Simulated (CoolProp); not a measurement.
The fluid at 336 K and 0.31 MPa is compressed adiabatically to 1.9 MPa with isentropic efficiency 0.6. The same conditions are run with several fluids, on thermodynamics alone (safety and materials aside).

Values from CoolProp's reference Helmholtz-energy equation of state of each fluid (R245fa: Akasaka 2015; R152A: Outcalt 1996; n-butane: Bücker 2006; R407C: Lemmon 2003; n-perfluorobutane: Gao 2022). Blends and air are pseudo-pure fits.

```tsv
fluid	work (kJ/kg)	final temperature (K)	final density (kg/m³)
R245fa	56.6	411.8	98.9
R152A	131	452.5	36.7
n-butane	135	418.6	40.3
R407C	102	449.3	47.0
n-perfluorobutane	29.5	386.0	229
```
